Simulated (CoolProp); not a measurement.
Saturation properties of C3F8 (R218).

Computed with CoolProp (reference Helmholtz-energy equation of state, Lemmon 2006). It is a short technical equation, of lower accuracy than the large ones.

| T (°C) | p (MPa) | vapour density (kg/m³) | surface tension (mN/m) |
|---|---|---|---|
| -84.95 | 0.005788 | 0.7007 | 16.5 |
| -78.85 | ___ | 1.075 | 15.7 |
| -72.85 | 0.01388 | 1.589 | 14.9 |
| -66.75 | 0.02061 | ___ | 14.2 |
| -60.65 | 0.02977 | 3.243 | ___ |
| -54.55 | 0.04197 | ___ | 12.6 |
| -48.45 | 0.05787 | 6.045 | 11.9 |
| -42.35 | 0.07822 | 8.024 | 11.2 |
| -36.25 | 0.1038 | 10.48 | 10.4 |
| -30.25 | 0.1349 | 13.43 | 9.74 |
| -24.15 | 0.1735 | 17.07 | 9.03 |
| -18.05 | 0.2201 | 21.44 | 8.33 |
| -11.95 | 0.2756 | 26.65 | 7.65 |

Q: Some entries are withheld; supply them.

A: 
- -78.85, p (MPa): 0.009144
- -66.75, vapour density (kg/m³): 2.299
- -60.65, surface tension (mN/m): 13.4
- -54.55, vapour density (kg/m³): 4.473

It boils at -36.8 °C under 1 atm.

Surface tension comes from a separate correlation (Mulero 2012).
